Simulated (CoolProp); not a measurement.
Sulfur hexafluoride at 419.98 K and 0.325 MPa flows at 14 m/s in a round tube of 10 mm bore and 0.25 µm roughness, fully developed (64/Re and Nu = 3.66 if laminar; Colebrook and Gnielinski if turbulent). Each further row changes one setting.

Values from CoolProp's reference Helmholtz-energy equation of state, Guder 2009.

```json
[
 {"case": "as stated", "Reynolds number": "93300", "Darcy friction factor": "0.0184", "pressure drop (Pa/m)": "…", "heat-transfer coefficient (W/(m² K))": "…", "mass flow (kg/h)": "54.4"},
 {"case": "velocity 28 m/s", "Reynolds number": "187000", "Darcy friction factor": "0.0160", "pressure drop (Pa/m)": "8650", "heat-transfer coefficient (W/(m² K))": "…", "mass flow (kg/h)": "…"},
 {"case": "diameter 20 mm", "Reynolds number": "187000", "Darcy friction factor": "0.0160", "pressure drop (Pa/m)": "…", "heat-transfer coefficient (W/(m² K))": "…", "mass flow (kg/h)": "…"}
]
```

### Question
Fill in the missing entries.

### Answer

- as stated, pressure drop (Pa/m): 2480
- as stated, heat-transfer coefficient (W/(m² K)): 400
- velocity 28 m/s, heat-transfer coefficient (W/(m² K)): 697
- velocity 28 m/s, mass flow (kg/h): 109
- diameter 20 mm, pressure drop (Pa/m): 1070
- diameter 20 mm, heat-transfer coefficient (W/(m² K)): 346
- diameter 20 mm, mass flow (kg/h): 218

Viscosity comes from a separate model (Quiñones-Cisneros 2012). Thermal conductivity comes from a separate model (Assael 2012).
